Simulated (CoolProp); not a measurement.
Saturation properties of R142b.

Values from CoolProp's reference Helmholtz-energy equation of state, Lemmon 2006. It is a short technical equation, of lower accuracy than the large ones.

| T (°C) | p (MPa) | liquid density (kg/m³) | liquid cp (kJ/(kg K)) | surface tension (mN/m) |
|---|---|---|---|---|
| -26.55 | 0.04715 | 1231 | 1.199 | 18.2 |
| -19.75 | 0.06449 | 1216 | 1.211 | 17.3 |
| -13.05 | 0.08617 | 1202 | 1.225 | 16.4 |
| -6.25 | 0.1137 | 1186 | 1.239 | 15.5 |
| 0.45 | 0.1471 | 1171 | 1.253 | 14.6 |
| 7.25 | 0.1882 | 1155 | 1.269 | 13.7 |
| 14.05 | 0.2378 | 1138 | 1.285 | 12.8 |
| 20.75 | 0.2958 | 1122 | 1.302 | 12.0 |
| 27.55 | 0.3651 | 1105 | 1.321 | 11.1 |
| 34.25 | 0.4446 | 1087 | 1.340 | 10.3 |
| 41.05 | 0.5381 | 1069 | 1.362 | 9.44 |
| 47.75 | 0.6437 | 1051 | 1.385 | 8.63 |
| 54.55 | 0.7661 | 1031 | 1.411 | 7.82 |
| 61.25 | 0.9027 | 1011 | 1.439 | 7.05 |
| 68.05 | 1.059 | 989.9 | 1.471 | 6.27 |

It boils at -9.1 °C under 1 atm.

Surface tension comes from a separate correlation (Mulero 2012).
